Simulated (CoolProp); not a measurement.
Vapour-liquid equilibrium of n-heptane (1) + ethylbenzene (2) at 0.00142 MPa; x and y are mole fractions of (1).

Values from CoolProp's multi-fluid Helmholtz-energy mixture model, Span 2003 and Zhou 2012; pair parameters Bell 2016.

Problem. Give the bubble temperature and the first vapour's composition at x = 0.2, 0.5, 0.95. Is there an azeotrope?

Solution. x = 0.2: 286.6 K, y = 0.632; x = 0.5: 278.8 K, y = 0.846; x = 0.95: 272.6 K, y = 0.986. No azeotrope shows between x = 0.05 and 0.95.

Pair parameters are fitted to limited data, so mixtures are less certain than the pure fluids.
